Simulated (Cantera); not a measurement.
## Equilibrium for carbon deposition, reforming and gasification: C₂H₂ + O₂ + H₂

Charge: 1 mol C₂H₂, 0.072 mol O₂, 77 mol H₂, equilibrated at 2425 K.

Cantera equilibrium calculation (NASA polynomials, part measured and part estimated; ideal gas, pure solids and liquids). Candidate condensed phases: C, C₆H₆, C₇H₈, C₈H₁₈, H₂O; 110 gas species. The ideal-gas law is rough above about 30 bar. Equilibrium is a limit: real reactors are often held back by kinetics, nucleation or transport.

From 0.0750 Torr to 10500 Torr the condensed part is C(graphite). At 75000 Torr nothing is condensed. The main C-bearing gas is C₃ at 0.0750 Torr and CH₄ at 75000 Torr. The share of C in condensed phases is highest at 0.540 Torr (45.0 %) and lowest at 75000 Torr (0.0 %).

```
P (Pa)     x H₂      x H     x CH₄  x C₂H₂ (acetylene)     x CO  n C(graphite)
--------  -----  -------  --------  ------------------  -------  -------------
10        0.198    0.797  6.68e-10             0.00155  0.00110          0.655
72        0.515    0.479   3.25e-8             0.00402  0.00140          0.900
520       0.774    0.218   5.30e-7             0.00604  0.00164          0.761
3700      0.903   0.0884   5.13e-6             0.00705  0.00176          0.686
27000     0.957   0.0337   4.21e-5             0.00747  0.00181          0.651
190000    0.977   0.0128  0.000309             0.00763  0.00183          0.613
1400000   0.983  0.00474   0.00230             0.00768  0.00184          0.433
10000000  0.978  0.00177    0.0129             0.00482  0.00186              0
```
x: gas mole fraction; n: condensed amount in mol.
